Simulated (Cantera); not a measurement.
A Cantera script and what it prints.

```python
import numpy as np
import cantera as ct

gas_names = """
    CL CL2 H HCL H2 Si SiCL SiCL2 SiCL3 SiCL4 SiH SiHCL3 SiH2 SiH2CL2 SiH3 SiH3CL SiH4 Si2 Si3
""".split()
cond_names = """
    Si(cr) Si(L)
""".split()


def load(file, names, dense=False):
    # The tables refer to 1 bar. Condensed volumes are neglected.
    table = {s.name: s for s in ct.Species.list_from_file(file)}
    out = []
    for n in names:
        d = dict(table[n].input_data)
        d["thermo"] = dict(d["thermo"], **{"reference-pressure": 1e5})
        if dense:
            d["equation-of-state"] = {"model": "constant-volume", "density": "1e6 g/cm^3"}
        out.append(ct.Species.from_dict(d))
    return out


gas = ct.Solution(thermo="ideal-gas", species=load("nasa_gas.yaml", gas_names))
cond = {s.name: ct.Solution(thermo="fixed-stoichiometry", species=[s], name=s.name)
        for s in load("nasa_condensed.yaml", cond_names, dense=True)}
atoms = {
    'Si': {'Si': 1},
    'HCl': {'H': 1, 'CL': 1},
    'H2': {'H': 2},
    'Cl2': {'CL': 2},
}
top_T = {}  # K; cautious upper limits of use, not melting points


def equilibrate(T, P, feed):
    n = {}
    for name, mol in feed.items():
        for a, k in atoms[name].items():
            n[a] = n.get(a, 0.0) + k * mol
    gas.TPX = T, P, n
    mass = sum(n.values()) * gas.mean_molecular_weight
    gas.equilibrate("TP")
    valid = [c for c in cond.values() if c.min_temp <= T <= top_T.get(c.name, c.max_temp)]
    mix = ct.Mixture([(gas, mass / gas.mean_molecular_weight)] + [(c, 0.0) for c in valid])
    mix.T, mix.P = T, P
    mix.equilibrate("TP", solver="vcs", rtol=1e-11, max_steps=5000)
    return mix


results = []
feed = {'Si': 1, 'HCl': 1.9, 'H2': 0.54, 'Cl2': 0.63}  # mol
P = 50000  # Pa
for T in [800, 825, 850, 875, 900, 925, 950, 975, 1000, 1025, 1050]:
    mix = equilibrate(T, P, feed)
    results.append((T, P, feed, dict(zip(mix.species_names, mix.species_moles))))

top = {s: max(r[3][s] / sum(r[3][g] for g in gas_names) for r in results) for s in gas_names}
cols = sorted((s for s in top if top[s] > 0.0001), key=lambda s: -top[s])[:5]
seen = [c for c in cond_names if any(r[3].get(c, 0) > 1e-12 for r in results)]
print("log10 of partial pressures in bar; condensed amounts in mol")
print(f"{'T/K':>10s}" + "".join(f"{s[:9]:>10s}" for s in cols + seen))
for T, P, feed, n in results:
    ng = sum(n[g] for g in gas_names)
    print(f"{T:10.4g}" + "".join(f"{np.log10(max(n[s] / ng * P / 1e5, 1e-99)):10.3f}" for s in cols)
          + "".join(f"{n.get(c, 0):10.4g}" for c in seen))
```

It prints:

```
log10 of partial pressures in bar; condensed amounts in mol
       T/K        H2     SiCL4    SiHCL3       HCL     SiCL3    Si(cr)
       800    -0.509    -0.847    -1.340    -3.059    -4.246    0.1574
       825    -0.509    -0.847    -1.345    -2.918    -4.038    0.1582
       850    -0.509    -0.846    -1.349    -2.786    -3.842     0.159
       875    -0.509    -0.846    -1.354    -2.661    -3.658      0.16
       900    -0.510    -0.846    -1.359    -2.544    -3.485     0.161
       925    -0.510    -0.846    -1.363    -2.433    -3.321    0.1621
       950    -0.511    -0.847    -1.368    -2.329    -3.166    0.1634
       975    -0.512    -0.848    -1.373    -2.230    -3.020    0.1648
      1000    -0.513    -0.850    -1.379    -2.136    -2.882    0.1662
      1025    -0.515    -0.852    -1.385    -2.048    -2.751    0.1677
      1050    -0.517    -0.855    -1.391    -1.964    -2.626    0.1692
```

Cantera equilibrium calculation (NASA polynomials, part measured and part estimated; ideal gas, pure solids and liquids). The tables' values for SiCl3 are old estimates; treat these amounts as uncertain.
